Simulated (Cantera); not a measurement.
An isothermal, constant-pressure homogeneous reactor starts with H₂ : O₂ : N₂ = 1.9 : 1 : 7.8 (molar parts), equivalence ratio 0.95, at 1375 K and 0.590 bar.

Cantera simulation using GRI-Mech 3.0 (53 species, 325 reactions); the numbers are that mechanism's predictions, not measurements. The temperature is held fixed by assumption; the heat of reaction is taken as removed at once.

x: mole fraction; the columns are a selection and need not sum to one.

| t (s) | x H₂ | x O₂ | x N₂O | x NO₂ | x OH | x H₂O₂ |
|---|---|---|---|---|---|---|
| 3.00e-5 | 0.177 | 0.0934 | 2.00e-11 | <1e-12 | 1.34e-5 | 4.09e-8 |
| 0.000120 | 0.0243 | 0.0223 | 3.61e-8 | 9.58e-10 | 0.00465 | 1.78e-6 |
| 0.000482 | 0.00995 | 0.0104 | 4.31e-8 | … | 0.00199 | 1.34e-6 |
| 0.00193 | 0.00249 | 0.00622 | 6.04e-8 | … | 0.000743 | 5.83e-7 |
| 0.00775 | 0.000373 | 0.00523 | 9.22e-8 | … | 0.000257 | 1.51e-7 |
| 0.0311 | 3.86e-5 | 0.00511 | 1.12e-7 | … | 8.42e-5 | 2.49e-8 |
| 0.124 | 5.01e-6 | 0.00511 | 7.98e-8 | … | 3.19e-5 | 4.20e-9 |
| 0.499 | 1.37e-6 | 0.00511 | 1.50e-8 | 2.59e-8 | 1.69e-5 | 1.26e-9 |
| 2.00 | 1.09e-6 | 0.00511 | 4.93e-9 | 2.53e-8 | 1.51e-5 | 1.01e-9 |

Problem. Fill in the missing entries.

Solution. 
- 0.000482, x NO₂: 2.16e-9
- 0.00193, x NO₂: 5.66e-9
- 0.00775, x NO₂: 2.44e-8
- 0.0311, x NO₂: 5.48e-8
- 0.124, x NO₂: 3.80e-8
